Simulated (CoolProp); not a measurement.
A Linde-Hampson liquefier for methane: isothermal reversible compression at 300 K from 1 atm to 5 MPa, throttling to 1 atm, return gas leaving the recuperator 2 K below the feed. Each further row changes one setting.

Values from CoolProp's reference Helmholtz-energy equation of state, Setzmann 1991.

| case | liquid yield per pass | compression work (kJ/kg of gas) |
|---|---|---|
| as stated | 0.049 | 594 |
| high pressure 10 MPa | 0.104 | 689 |
| warm-end temperature 330 K | 0.036 | 657 |
| warm-end gap 7 K | 0.037 | 594 |
